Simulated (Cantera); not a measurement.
Cantera run, input and output.

```python
import numpy as np
import cantera as ct

gas = ct.Solution("gri30.yaml")


def delay(T, t_max=10):
    gas.TPX = T, 101325, {'CH4': 1, 'O2': 1.54, 'N2': 5.78, 'CO2': 0.38}
    reactor = ct.IdealGasReactor(gas, clone=False)
    net = ct.ReactorNet([reactor])
    net.rtol, net.atol = 1e-8, 1e-16
    while net.time < t_max:
        t_old, T_old = net.time, reactor.T
        net.step()
        if reactor.T > T + 400:  # ignition: a rise of 400 K
            return t_old + (T + 400 - T_old) / (reactor.T - T_old) * (net.time - t_old)
    return np.nan


taus = []
for T in [1350, 1425, 1500, 1575, 1650]:
    taus.append(delay(T))
    print(f"T0 = {T:6g} K   tau = {taus[-1]:.4e} s")

# d ln(tau) / d ln(k), from doubling and halving each rate constant
T, sens = 1575, []
for i in range(gas.n_reactions):
    gas.set_multiplier(2.0, i)
    up = delay(T)
    gas.set_multiplier(0.5, i)
    down = delay(T)
    gas.set_multiplier(1.0, i)
    sens.append((np.log(up / down) / np.log(4.0), gas.reaction(i).equation))
sens.sort(key=lambda x: -abs(x[0]))
print(f"sensitivities at {T} K")
for s, eq in sens[:10]:
    print(f"{s:8.3f}  {eq}")
```

Result:

```
T0 =   1350 K   tau = 7.2295e-03 s
T0 =   1425 K   tau = 2.9574e-03 s
T0 =   1500 K   tau = 1.3052e-03 s
T0 =   1575 K   tau = 6.2602e-04 s
T0 =   1650 K   tau = 3.2662e-04 s
sensitivities at 1575 K
  -0.422  CH3 + O2 <=> CH3O + O
  -0.310  H + O2 <=> O + OH
   0.254  2 CH3 (+M) <=> C2H6 (+M)
   0.243  CH4 + H <=> CH3 + H2
  -0.155  CH3 + O2 <=> CH2O + OH
  -0.132  2 CH3 <=> C2H5 + H
  -0.120  CH3 + HO2 <=> CH3O + OH
  -0.092  CH3 + HO2 <=> CH4 + O2
  -0.091  CH2O + CH3 <=> CH4 + HCO
  -0.084  CH2O + O2 <=> HCO + HO2
```

Cantera simulation using GRI-Mech 3.0 (53 species, 325 reactions); the numbers are that mechanism's predictions, not measurements.
